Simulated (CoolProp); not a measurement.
Ethane along the isotherm 230.3 K: density (kg/m³) from the reference equation and from simpler models built on Tc = 305.3 K, pc = 4872 kPa, ω = 0.099; each cubic takes its own stable root.

Model: reference Helmholtz-energy equation of state, Bücker 2006, in CoolProp.

| p (kPa) | phase | reference | van der Waals | Redlich-Kwong |
|---|---|---|---|---|
| 870 | liquid | 481.2 | 15.44 | 448.5 |
| 1740 | liquid | 482.9 | 314.3 | 451.4 |
| 2610 | liquid | 484.5 | 317.8 | 454.2 |
| 3480 | liquid | 486.1 | 321.0 | 456.9 |
| 4350 | liquid | 487.7 | 323.8 | 459.4 |
| 5220 | liquid | 489.2 | 326.5 | 461.9 |
| 6090 | liquid | 490.7 | 329.0 | 464.2 |
| 6960 | liquid | 492.1 | 331.3 | 466.4 |
| 7830 | liquid | 493.5 | 333.5 | 468.6 |
| 8700 | liquid | 494.9 | 335.5 | 470.7 |
| 9570 | liquid | 496.2 | 337.4 | 472.7 |
| 10400 | liquid | 497.5 | 339.2 | 474.6 |
| 11300 | liquid | 498.8 | 341.0 | 476.5 |
| 12200 | liquid | 500.1 | 342.7 | 478.4 |

At some of these states van der Waals gives the other phase, because its saturation line lies elsewhere.
